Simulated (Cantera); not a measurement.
An isothermal, constant-pressure homogeneous reactor starts with 68.4 % CH4, 31.6 % H2O, at 2025 K and 0.300 bar.

Computed with Cantera and GRI-Mech 3.0 (53 species, 325 reactions). GRI-Mech 3.0 stops at C3 and has no aromatics, soot or wall deposition, so with more carbon than oxygen in the feed, carbon stays in small species such as C2H2 where larger ones or solid carbon would form.

x: mole fraction; the columns are a selection and need not sum to one.

```tsv
t (s)	x CH4	x H2O	x CH2	x O2	x H	x HCO
2.00e-6	0.682	0.316	2.27e-7	<1e-12	3.26e-5	3.03e-11
8.66e-6	0.674	0.315	3.89e-6	5.52e-12	4.65e-5	6.23e-9
3.75e-5	0.608	0.307	3.56e-5	1.05e-9	0.000285	7.93e-7
0.000162	0.257	0.239	4.07e-5	1.28e-8	0.00140	1.40e-6
0.000702	0.0733	0.192	2.02e-5	9.46e-9	0.00209	4.66e-7
0.00304	0.0197	0.154	1.07e-5	7.53e-9	0.00268	1.77e-7
0.0132	0.0114	0.0859	6.11e-6	2.54e-9	0.00288	8.79e-8
0.0570	?	?	?	1.17e-10	0.00301	4.97e-8
0.247	?	?	?	<1e-12	0.00306	4.87e-8
1.07	0.000769	3.19e-7	3.33e-7	<1e-12	0.00306	4.88e-8
4.62	0.000769	3.19e-7	3.33e-7	<1e-12	0.00306	4.88e-8
20.0	0.000769	3.19e-7	3.33e-7	<1e-12	0.00306	4.88e-8
```

**Question.** Some entries are withheld; supply them.

**Answer.** 
- 0.0570, x CH4: 0.00510
- 0.0570, x H2O: 0.0178
- 0.0570, x CH2: 2.34e-6
- 0.247, x CH4: 0.000962
- 0.247, x H2O: 0.000120
- 0.247, x CH2: 4.16e-7
